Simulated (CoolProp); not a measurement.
The fluid at 487.97 K and 9.68 MPa is compressed adiabatically to 29.7 MPa with isentropic efficiency 0.9. The same conditions are run with several fluids, on thermodynamics alone (safety and materials aside).

Model: reference Helmholtz-energy equation of state of each fluid (methane: Setzmann 1991; cis-2-butene: Lemmon 2005; nitrogen: Span 2000), in CoolProp.

| fluid | work (kJ/kg) | final temperature (K) | final density (kg/m³) |
|---|---|---|---|
| methane | 364 | 608.9 | 86.0 |
| cis-2-butene | 57.8 | 524.2 | 433 |
| nitrogen | 230 | 688.8 | 128 |
